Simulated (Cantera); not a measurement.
Input: 1 mol Na2CO3, 0.93 mol SO3, a varied amount of H2O, 0.28 mol SO2, held at 1525 °C and 100000 Pa.

These are equilibrium values from Cantera (NASA tables, ideal gas, pure condensed phases), not measurements of a reactor. Candidate condensed phases: C, C6H6, C7H8, C8H18, H2O, H2SO4, Na, NaOH, NaO2, Na2CO3, Na2O, Na2O2, Na2S, Na2SO4, S; 131 gas species. Rates play no part.

x: gas mole fraction; n: condensed amount in mol.

```json
[
 {"n(H2O) (mol)": "1", "x H2O": "0.420", "x CO2": "0.427", "x SO2": "0.108", "x NaOH": "0.0274", "x CO": "0.00897", "x Na": "0.00556", "x O2": "9.18e-5", "n Na2SO4(l)": "0.960"},
 {"n(H2O) (mol)": "1.3", "x H2O": "[?]", "x CO2": "[?]", "x SO2": "[?]", "x NaOH": "0.0278", "x CO": "[?]", "x Na": "[?]", "x O2": "[?]", "n Na2SO4(l)": "0.955"},
 {"n(H2O) (mol)": "1.6", "x H2O": "0.533", "x CO2": "0.339", "x SO2": "0.0878", "x NaOH": "0.0277", "x CO": "0.00467", "x Na": "0.00404", "x O2": "0.000214", "n Na2SO4(l)": "0.950"},
 {"n(H2O) (mol)": "2", "x H2O": "0.586", "x CO2": "0.298", "x SO2": "0.0784", "x NaOH": "0.0272", "x CO": "0.00322", "x Na": "0.00335", "x O2": "0.000348", "n Na2SO4(l)": "0.945"},
 {"n(H2O) (mol)": "2.5", "x H2O": "0.637", "x CO2": "0.259", "x SO2": "0.0693", "x NaOH": "0.0265", "x CO": "0.00216", "x Na": "0.00275", "x O2": "0.000583", "n Na2SO4(l)": "0.940"},
 {"n(H2O) (mol)": "3.1", "x H2O": "0.682", "x CO2": "0.223", "x SO2": "0.0612", "x NaOH": "0.0258", "x CO": "0.00146", "x Na": "0.00229", "x O2": "0.000953", "n Na2SO4(l)": "0.932"},
 {"n(H2O) (mol)": "3.8", "x H2O": "0.721", "x CO2": "0.192", "x SO2": "0.0543", "x NaOH": "0.0254", "x CO": "0.00102", "x Na": "0.00197", "x O2": "0.00145", "n Na2SO4(l)": "0.923"},
 {"n(H2O) (mol)": "4.7", "x H2O": "0.756", "x CO2": "0.163", "x SO2": "0.0479", "x NaOH": "0.0252", "x CO": "0.000718", "x Na": "0.00175", "x O2": "0.00210", "n Na2SO4(l)": "0.911"},
 {"n(H2O) (mol)": "5.9", "x H2O": "0.789", "x CO2": "[?]", "x SO2": "[?]", "x NaOH": "0.0254", "x CO": "[?]", "x Na": "0.00159", "x O2": "[?]", "n Na2SO4(l)": "0.892"},
 {"n(H2O) (mol)": "7.3", "x H2O": "0.815", "x CO2": "0.113", "x SO2": "0.0375", "x NaOH": "0.0259", "x CO": "0.000380", "x Na": "0.00150", "x O2": "0.00361", "n Na2SO4(l)": "0.870"},
 {"n(H2O) (mol)": "9.1", "x H2O": "0.838", "x CO2": "0.0934", "x SO2": "0.0336", "x NaOH": "0.0264", "x CO": "0.000285", "x Na": "0.00145", "x O2": "0.00434", "n Na2SO4(l)": "0.839"}
]
```

Some entries are withheld; supply them.


- 5.9, x CO2: 0.136
- 5.9, x SO2: 0.0421
- 5.9, x CO: 0.000510
- 5.9, x O2: 0.00287
- 1.3, x H2O: 0.483
- 1.3, x CO2: 0.378
- 1.3, x SO2: 0.0967
- 1.3, x CO: 0.00637
- 1.3, x Na: 0.00471
- 1.3, x O2: 0.000143
